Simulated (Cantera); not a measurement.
Charge: 1 mol Si, 3.1 mol HCl, 10 mol H2, equilibrated at 13300 Pa.

Equilibrium computed with Cantera from the NASA thermochemical tables; the gas is ideal and each condensed phase is pure. Candidate condensed phases: Si; 19 gas species. The numbers say what is thermodynamically allowed, not how fast it happens.

Question: What share of the Si ends up in condensed phases as a function of T (°C), at 450, 500, 550, 600, 650, 700, 750, 800, 850, 900?

Answer: 
```tsv
T (°C)	Si condensed (%)	as
450	15.7	Si(s)
500	16.0	Si(s)
550	16.5	Si(s)
600	17.2	Si(s)
650	18.3	Si(s)
700	19.7	Si(s)
750	21.5	Si(s)
800	23.6	Si(s)
850	25.9	Si(s)
900	27.9	Si(s)
```
